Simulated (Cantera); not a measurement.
A counterflow diffusion flame at 750 Torr, nozzles 20 mm apart: fuel side 100 % CH3OH at 523 K, oxidiser side 20.0 % O2, 80.0 % N2 at 550 K, fuel mass flux 1.1 times the oxidiser's; mixture-averaged transport, no radiation.

Computed with Cantera and GRI-Mech 3.0 (53 species, 325 reactions). GRI-Mech 3.0 was tuned for natural gas; its chemistry of methanol as a main component is partial and can be far from experiment. GRI-Mech 3.0 has no aromatics or soot, which form on the fuel side of real flames. The maximum strain rate includes the flame's own expansion and is several times the mean.

x: mole fraction; the columns are a selection and need not sum to one.

```json
[
 {"oxidiser flux (kg/m²/s)": "0.25", "max strain (1/s)": "___", "mean strain (1/s)": "38.5", "T max (K)": "2113", "peak x OH": "0.00994", "peak x H": "0.00691", "peak x NO": "8.54e-5", "peak x CO": "0.179", "peak x C2H2": "0.000116"},
 {"oxidiser flux (kg/m²/s)": "0.34", "max strain (1/s)": "___", "mean strain (1/s)": "52.4", "T max (K)": "2080", "peak x OH": "0.0100", "peak x H": "0.00763", "peak x NO": "6.88e-5", "peak x CO": "0.177", "peak x C2H2": "0.000143"},
 {"oxidiser flux (kg/m²/s)": "0.47", "max strain (1/s)": "___", "mean strain (1/s)": "72.4", "T max (K)": "2042", "peak x OH": "0.0101", "peak x H": "0.00841", "peak x NO": "5.55e-5", "peak x CO": "0.175", "peak x C2H2": "0.000177"},
 {"oxidiser flux (kg/m²/s)": "0.65", "max strain (1/s)": "___", "mean strain (1/s)": "100", "T max (K)": "2001", "peak x OH": "0.0100", "peak x H": "0.00915", "peak x NO": "4.58e-5", "peak x CO": "0.173", "peak x C2H2": "0.000215"},
 {"oxidiser flux (kg/m²/s)": "0.9", "max strain (1/s)": "___", "mean strain (1/s)": "139", "T max (K)": "1961", "peak x OH": "0.00992", "peak x H": "0.00992", "peak x NO": "3.91e-5", "peak x CO": "0.170", "peak x C2H2": "0.000257"},
 {"oxidiser flux (kg/m²/s)": "1.2", "max strain (1/s)": "___", "mean strain (1/s)": "185", "T max (K)": "1931", "peak x OH": "0.00987", "peak x H": "0.0106", "peak x NO": "3.48e-5", "peak x CO": "0.168", "peak x C2H2": "0.000298"},
 {"oxidiser flux (kg/m²/s)": "1.7", "max strain (1/s)": "___", "mean strain (1/s)": "262", "T max (K)": "1889", "peak x OH": "0.00962", "peak x H": "0.0114", "peak x NO": "2.98e-5", "peak x CO": "0.165", "peak x C2H2": "0.000343"},
 {"oxidiser flux (kg/m²/s)": "2.3", "max strain (1/s)": "___", "mean strain (1/s)": "354", "T max (K)": "1850", "peak x OH": "0.00926", "peak x H": "0.0119", "peak x NO": "2.57e-5", "peak x CO": "0.162", "peak x C2H2": "0.000372"},
 {"oxidiser flux (kg/m²/s)": "3.2", "max strain (1/s)": "___", "mean strain (1/s)": "493", "T max (K)": "1808", "peak x OH": "0.00878", "peak x H": "0.0124", "peak x NO": "2.13e-5", "peak x CO": "0.159", "peak x C2H2": "0.000382"}
]
```

Problem. Some entries are withheld; supply them.

Solution. 
- 0.25, max strain (1/s): 187
- 0.34, max strain (1/s): 246
- 0.47, max strain (1/s): 331
- 0.65, max strain (1/s): 446
- 0.9, max strain (1/s): 605
- 1.2, max strain (1/s): 793
- 1.7, max strain (1/s): 1100
- 2.3, max strain (1/s): 1470
- 3.2, max strain (1/s): 2010
